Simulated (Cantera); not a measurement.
Input (Python, Cantera):

```python
import numpy as np
import cantera as ct

gas = ct.Solution("SiF4_NH3_mec.yaml", "gas")
gas.TPX = 2025, 1333, {'NH3': 1, 'N2': 0.7}
inlet = ct.Reservoir(gas, clone=True)

reactor = ct.IdealGasConstPressureReactor(gas, energy="off", clone=False)
exhaust = ct.Reservoir(gas, clone=True)
tau = [1.5, 0.52, 0.18, 0.061, 0.021, 0.0072, 0.0025, 0.00084, 0.00029][0]
for a, b in ((inlet, reactor), (reactor, exhaust)):
    ct.MassFlowController(a, b, mdot=lambda t: reactor.mass / tau)
net = ct.ReactorNet([reactor])
show = ['NH3', 'NH', 'NH2', 'N2H4', 'N2', 'H2', 'N']

rows = []
print(f"{'tau/s':>10s}{'T/K':>9s}" + "".join(f"{s:>11s}" for s in show))
for tau in [1.5, 0.52, 0.18, 0.061, 0.021, 0.0072, 0.0025, 0.00084, 0.00029]:
    net.initial_time = 0.0
    net.advance(30 * tau)
    before = gas.X
    net.advance(40 * tau)
    drift = np.max(np.abs(gas.X - before) / (gas.X + 1e-9))
    rows.append([gas.T, *gas[show].X, drift])
    print(f"{tau:10.3e}{gas.T:9.1f}" + "".join(f"{x:11.3e}" for x in gas[show].X))
```

Result:

```
     tau/s      T/K        NH3         NH        NH2       N2H4         N2         H2          N
 1.500e+00   2025.0  2.044e-01  2.085e-05  6.576e-04  2.186e-09  4.328e-01  3.617e-01  1.974e-06
 5.200e-01   2025.0  3.482e-01  2.415e-05  9.797e-04  4.852e-09  4.248e-01  2.258e-01  1.739e-06
 1.800e-01   2025.0  4.737e-01  2.362e-05  1.276e-03  8.231e-09  4.177e-01  1.071e-01  1.174e-06
 6.100e-02   2025.0  5.453e-01  1.914e-05  1.490e-03  1.122e-08  4.137e-01  3.941e-02  5.068e-07
 2.100e-02   2025.0  5.745e-01  1.347e-05  1.501e-03  1.139e-08  4.121e-01  1.187e-02  1.439e-07
 7.200e-03   2025.0  5.847e-01  7.617e-06  1.136e-03  6.526e-09  4.116e-01  2.490e-03  2.805e-08
 2.500e-03   2025.0  5.874e-01  2.349e-06  5.235e-04  1.385e-09  4.117e-01  3.857e-04  4.740e-09
 8.400e-04   2025.0  5.880e-01  3.594e-07  1.810e-04  1.649e-10  4.117e-01  9.457e-05  7.627e-10
 2.900e-04   2025.0  5.882e-01  3.811e-08  6.241e-05  1.936e-11  4.118e-01  3.110e-05  4.499e-11
```

Cantera simulation using the gas-phase N/H chemistry of the illustrative SiF4/NH3 mechanism in the Surface Chemkin manual (1991); the numbers are that mechanism's predictions, not measurements. Walls and surfaces, which speed up NH3 decomposition in real reactors, are not modelled.
